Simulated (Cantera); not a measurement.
A perfectly stirred reactor is fed with CH₄ : C₂H₆ : O₂ : N₂ : H₂O = 1 : 0.24 : 6.04 : 22.7 : 0.92 (molar parts), equivalence ratio 0.47, at 1.00 atm; it is adiabatic with a 625 K inlet, and is followed from long to short residence time, starting on the burning branch (τ in s: 0.048, 0.018, 0.0065, 0.0024, 0.0009, 0.00033, 0.00012, 4.6e-05, 1.7e-05).

Cantera simulation using GRI-Mech 3.0 (53 species, 325 reactions); the numbers are that mechanism's predictions, not measurements.

x: mole fraction; the columns are a selection and need not sum to one.

```tsv
τ (s)	T (K)	x CH₄	x C₂H₆	x O₂	x C₂H₂	x OH	x H₂O₂
0.048	1650	1.54e-5	9.63e-7	0.103	8.62e-7	0.000988	1.35e-7
0.018	1643	2.90e-5	1.83e-6	0.103	1.06e-6	0.00132	2.04e-7
0.0065	1631	___	___	0.103	1.21e-6	___	___
0.0024	1610	0.000114	7.12e-6	0.104	1.27e-6	0.00216	4.61e-7
0.00090	1572	0.000253	1.54e-5	0.106	1.32e-6	0.00245	7.00e-7
0.00033	1483	___	___	0.112	___	___	___
0.00012	625	0.0324	0.00777	0.195	<1e-12	<1e-12	<1e-12
4.6e-5	625	0.0324	0.00777	0.195	<1e-12	<1e-12	<1e-12
1.7e-5	625	0.0324	0.00777	0.195	<1e-12	<1e-12	<1e-12
```

Task: Fill in the missing entries.

Result: 
- 0.0065, x CH₄: 5.68e-5
- 0.0065, x C₂H₆: 3.58e-6
- 0.0065, x OH: 0.00173
- 0.0065, x H₂O₂: 3.08e-7
- 0.00033, x CH₄: 0.000880
- 0.00033, x C₂H₆: 5.24e-5
- 0.00033, x C₂H₂: 2.09e-6
- 0.00033, x OH: 0.00200
- 0.00033, x H₂O₂: 1.24e-6
